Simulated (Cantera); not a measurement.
An isothermal, constant-pressure homogeneous reactor starts with NO : N₂ = 1 : 1.5 (molar parts), at 1925 K and 20.0 Torr.

Computed with Cantera and GRI-Mech 3.0 (53 species, 325 reactions). Radical loss at walls, strong at low pressure, is not modelled.

Problem. Predict: x(NO) at 6.00 s; x(NO₂) at 6.00 s; x(O₂) at 6.00 s; x(O) at 6.00 s; x(N₂) at 6.00 s.

Solution. 
```
Property                                             Value
----------------  ----------------------------------------
x(NO) at 6.00 s      0.331 (gas-phase equilibrium 0.00603)
x(NO₂) at 6.00 s   4.21e-5 (gas-phase equilibrium 1.87e-6)
x(O₂) at 6.00 s       0.0343 (gas-phase equilibrium 0.196)
x(O) at 6.00 s    0.000477 (gas-phase equilibrium 0.00100)
x(N₂) at 6.00 s        0.634 (gas-phase equilibrium 0.797)
```
